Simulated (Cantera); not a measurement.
A freely propagating, adiabatic, planar premixed flame of H2 : O2 : N2 = 1 : 0.333 : 0.9 (molar parts), equivalence ratio 1.5, unburnt at 448 K and 2.30 bar; mixture-averaged transport, grid criteria slope 0.08 and curve 0.16, no radiation.

Computed with Cantera and the H2/O2 subset of GRI-Mech 3.0, which has no nitrogen chemistry. The hydrogen kinetics of GRI-Mech 3.0 are dated; newer H2 mechanisms differ, most at raised pressure. Burning velocities carry a grid error of a few per cent, more on coarse grids.

Q: What does this change do: inlet temperature 448 to 398 K?

A: 
| quantity | before | after |
|---|---|---|
| laminar burning velocity | 759 cm/s | 640 cm/s |
| thermal thickness | 0.128 mm | 0.121 mm |
| peak x(O) | 0.00762 | 0.00722 |
| peak x(HO2) | 0.000822 | 0.000886 |
| peak x(OH) | 0.0152 | 0.0145 |
